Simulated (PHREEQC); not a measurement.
A solution holds 0.13 mol NaBF4 and 0.29 mol HCl per kg of water, at 25 °C. Closed to the air; pH follows from the charge balance.

Model: ion-association model, phreeqc.dat, run in PHREEQC.

* **pH**: 0.66
* **ionic strength**: 0.416 mol/kgw
* **activity of water**: 0.985
* **total alkalinity**: -680 meq/kg

```tsv
species	molality	activity	log γ
Cl-	0.290	0.192	-0.179
H+	0.286	0.221	-0.113
Na+	0.130	0.0937	-0.142
BF4-	0.124	0.0905	-0.136
HF	0.0171	0.0189	0.042
H3BO3	0.00363	0.00400	0.042
BF3OH-	0.00238	0.00174	-0.136
BF2(OH)2-	0.000170	0.000124	-0.136
F-	8.81e-5	5.70e-5	-0.189
HF2-	5.65e-6	4.13e-6	-0.136
NaF	2.79e-6	3.07e-6	0.042
BF(OH)3-	1.24e-7	9.08e-8	-0.136
```

Precipitation was switched off in this run. Real BF4- forms and hydrolyses slowly; the run takes it at equilibrium.
